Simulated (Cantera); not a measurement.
Input (Python, Cantera):

```python
import numpy as np
import cantera as ct

surf = ct.Interface("diamond.yaml", "diamond_100")
gas, bulk = surf.adjacent["gas"], surf.adjacent["diamond"]
k = surf.kinetics_species_index(bulk.species_names[0])
cover = ["c6HH", "c6H*", "c6*H", "c6**", "c6HM", "c6B"]

rows, drift = [], 0.0
print(f"{'T':>10s}{'um/h':>11s}" + "".join(f"{s:>11s}" for s in cover))
for v in [925, 975, 1025, 1075, 1125, 1175, 1225, 1275, 1325, 1375]:
    T, P, xH, xCH3 = v, 20000, 0.02, 5.5e-05
    gas.TPX = T, P, {"H": xH, "CH3": xCH3, "CH4": 0.012, "H2": 1 - xH - xCH3 - 0.012}
    surf.TP = bulk.TP = T, P
    surf.coverages = "c6H*:0.1, c6HH:0.9"
    surf.advance_coverages(100.0)
    before = surf.coverages
    surf.advance_coverages(100.0)
    drift = max(drift, np.max(np.abs(surf.coverages - before) / (surf.coverages + 1e-9)))
    rate = surf.net_production_rates[k] * bulk.mean_molecular_weight / bulk.density * 3.6e9
    rows.append([rate, *surf[cover].coverages])
    print(f"{v:10.4g}{rate:11.4e}" + "".join(f"{x:11.3e}" for x in rows[-1][1:]))
```

Output:

```
         T       um/h       c6HH       c6H*       c6*H       c6**       c6HM        c6B
       925 4.0069e+00  6.657e-01  1.296e-02  3.131e-01  5.544e-03  2.078e-03  1.087e-08
       975 5.2070e+00  6.183e-01  1.694e-02  3.543e-01  8.252e-03  1.672e-03  1.413e-08
      1025 6.5291e+00  5.731e-01  2.139e-02  3.919e-01  1.175e-02  1.356e-03  1.772e-08
      1075 7.9136e+00  5.305e-01  2.621e-02  4.255e-01  1.612e-02  1.105e-03  2.147e-08
      1125 9.2313e+00  4.911e-01  3.131e-02  4.549e-01  2.138e-02  8.949e-04  2.505e-08
      1175 1.0216e+01  4.547e-01  3.660e-02  4.800e-01  2.756e-02  7.062e-04  2.772e-08
      1225 1.0448e+01  4.215e-01  4.198e-02  5.010e-01  3.463e-02  5.239e-04  2.835e-08
      1275 9.6086e+00  3.913e-01  4.739e-02  5.181e-01  4.254e-02  3.495e-04  2.607e-08
      1325 7.9906e+00  3.639e-01  5.274e-02  5.317e-01  5.122e-02  2.042e-04  2.168e-08
      1375 6.4014e+00  3.391e-01  5.797e-02  5.420e-01  6.058e-02  1.061e-04  1.737e-08
```

Cantera simulation using the Harris–Goodwin 1993 mechanism for the reconstructed diamond (100) surface; the numbers are that mechanism's predictions, not measurements.
